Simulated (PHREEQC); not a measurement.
# Metal-bearing waste water

Dissolve 0.021 mol/kgw Al2(SO4)3, 0.00086 mol/kgw CuCl2, 5.8e-05 mol/kgw NaF and 0.084 mol/kgw NaCl at 22 °C. Closed to the air; pH follows from the charge balance.

Computed with PHREEQC (ion-association model, phreeqc.dat).

The pH comes out as 3.92 and the ionic strength comes out as 0.180 mol/kgw.

| species | molality | activity | log γ |
|---|---|---|---|
| Cl- | 0.0857 | 0.0621 | -0.140 |
| Na+ | 0.0815 | 0.0615 | -0.123 |
| AlSO4+ | 0.0283 | 0.0208 | -0.132 |
| SO4-2 | 0.0207 | 0.00632 | -0.515 |
| Al+3 | 0.00787 | 0.00108 | -0.861 |
| Al(SO4)2- | 0.00557 | 0.00411 | -0.132 |

No solid was allowed to form. The solution is supersaturated, for example in Gibbsite (slow to form), so a real one may precipitate; this is no full list. Species that the database lacks are ignored. Fluoro complexes past AlF4- and FeF3 are missing from the database.
